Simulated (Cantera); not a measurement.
## Nitride etching: BN + F2

Charge: 1 mol BN, 1.3 mol F2, equilibrated at 1048 K and 0.110 bar.

Cantera equilibrium calculation (NASA polynomials, part measured and part estimated; ideal gas, pure solids and liquids). Candidate condensed phases: B, BN; 13 gas species. Rates play no part.

```json
{
 "x(BF3)": "0.667",
 "x(N2)": "0.333",
 "n(BN(s))": "0.133 mol",
 "gas_amount": "1.300 mol",
 "log10 activity of B(s) (absent)": "-7.18"
}
```
